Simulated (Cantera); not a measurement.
Gas mixture: CO₂ : C₃H₈ : C₂H₂ = 0.8 : 0.32 : 0.18 (molar parts), at 9900 Pa, frozen composition.

Cantera's kinetic-theory transport with the Lennard-Jones parameters of GRI-Mech 3.0, ideal gas; thermal conductivity in the mixture-averaged form. The composition is frozen, though it would react at the higher temperatures.

One state of this run: ρ (kg/m³) = 0.0353; cp (J/kg/K) = 2287; μ (µPa s) = 42.6; λ (mW/m/K) = 115; Pr = 0.846; D (cm²/s) NH₃ = 26.3; D (cm²/s) N₂ = 21.6; D (cm²/s) C₂H₂ = 18.0. D: mixture-averaged diffusion coefficient of that species in the mixture.

Problem. Which value of T (K) does it belong to?
A. 600
B. 800
C. 1200
D. 1400

Solution. D, 1400
